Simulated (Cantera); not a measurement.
Cantera run:

```python
import numpy as np
import cantera as ct

gas_names = """
    H2S H2
""".split()
cond_names = """
    Fe(a) Fe(c) Fe(d) Fe(L) FeS2(s)
""".split()


# ... load() reads the species with a 1 bar reference pressure and builds the phases ...
species = {s.name: s for s in load("nasa_gas.yaml", gas_names) + load("nasa_condensed.yaml", cond_names)}
# Each term lists the table entries of one substance; the one whose range holds T is used.
reactions = {
    'Fe + 2 H2S(g) = FeS2 + 2 H2(g)':
        [(-1, ['Fe(a)', 'Fe(c)', 'Fe(d)', 'Fe(L)']), (-2, ['H2S']), (1, ['FeS2(s)']), (2, ['H2'])],
}


def pick(names, T):
    return next(species[n] for n in names if species[n].thermo.min_temp <= T <= species[n].thermo.max_temp)


results = []
for label, terms in reactions.items():
    print(label)
    print("     T/K   dH/kJ  dS/(J/K)   dG/kJ   log10 K")
    for T in [300, 675, 700, 725, 750, 775, 800, 825]:
        used = [(nu, pick(names, T)) for nu, names in terms]
        dH = sum(nu * s.thermo.h(T) for nu, s in used) / 1e6
        dS = sum(nu * s.thermo.s(T) for nu, s in used) / 1e3
        dG = dH - T * dS / 1e3
        logK = -dG * 1e6 / (ct.gas_constant * T * np.log(10))
        results.append((label, T, dH, dS, dG, logK, [s.name for _, s in used]))
        print(f"{T:8g} {dH:8.1f} {dS:8.1f} {dG:8.1f} {logK:8.2f}")
```

Output:

```
Fe + 2 H2S(g) = FeS2 + 2 H2(g)
     T/K   dH/kJ  dS/(J/K)   dG/kJ   log10 K
     300   -130.5   -124.4    -93.2    16.22
     675   -120.9   -103.2    -51.2     3.96
     700   -120.4   -102.5    -48.6     3.63
     725   -119.9   -101.8    -46.1     3.32
     750   -119.4   -101.2    -43.5     3.03
     775   -119.0   -100.6    -41.0     2.76
     800   -118.6   -100.1    -38.5     2.51
     825   -118.2    -99.7    -36.0     2.28
```

Cantera with NASA thermochemical tables; ideal gases at 1 bar, condensed phases pure. Condensed species are held in their standard states even where they would react or evaporate.
